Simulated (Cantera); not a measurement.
Input: 1 mol Si3N4, 0.0086 mol O2, 27 mol N2, held at 927 °C and 1.13 Torr.

Method: chemical equilibrium by Gibbs-energy minimisation in Cantera with the NASA 1993 tables (ideal gas, pure condensed phases). Candidate condensed phases: Si, SiO2, Si2N2O, Si3N4; 16 gas species. Mutual solubility and eutectic melting of coexisting phases are not modelled. Rates play no part.

Base state: N2 1.00 (mole fractions); condensed: Si2N2O(s) + Si3N4(s).

Task: What changes in the equilibrium state with this change: Si3N4 replaced by SiC?

Result: 
```tsv
species	before	after
N2	1.00	1.000
Si2N2O(s), mol	0.0172	0.0170
Si3N4(s), mol	0.989	0.322
C(graphite), mol	0	1.000
```
N2 is the only nitrogen source here; it is nearly inert below about 1500 K, so the nitride shown seldom forms there in practice. Further candidate phases: C, SiC.

Task: What changes in the equilibrium state with this change: 1.3 mol CO2 added?

Result: 
| species | before | after |
|---|---|---|
| N2 | 1.00 | 0.961 |
| CO | 0 | 0.0390 |
| Si2N2O(s), mol | 0.0172 | 1.50 |
| Si3N4(s), mol | 0.989 | 0 |
| C(graphite), mol | 0 | 0.183 |
Further candidate phases: C, SiC.
